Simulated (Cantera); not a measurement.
Feed: 1 mol AlN, 3.6 mol H2O, 32 mol H2, held at 1925 K and 13.3 mbar.

Method: chemical equilibrium by Gibbs-energy minimisation in Cantera with the NASA 1993 tables (ideal gas, pure condensed phases). Candidate condensed phases: Al, AlN, Al2O3, H2O; 35 gas species. The numbers say what is thermodynamically allowed, not how fast it happens.

Base state: H2 0.920, H2O 0.0579, N2 0.0138, H 0.00794, OH 4.32e-5 (mole fractions); condensed: Al2O3(s).

Problem. What changes in the equilibrium state with this change: H2O from 3.6 to 1.2 mol?

Solution. 
| species | before | after |
|---|---|---|
| H2 | 0.920 | 0.972 |
| N2 | 0.0138 | 0.0147 |
| H | 0.00794 | 0.00816 |
| H2O | 0.0579 | 2.70e-5 |
| Al | 3.10e-8 | 0.00335 |
| Al2O | <1e-9 | 0.00181 |
| AlH | 1.14e-9 | 0.000126 |
| Al2O3(s), mol | 0.500 | 0.379 |
The tables' values for AlOH are old estimates; treat these amounts as uncertain.
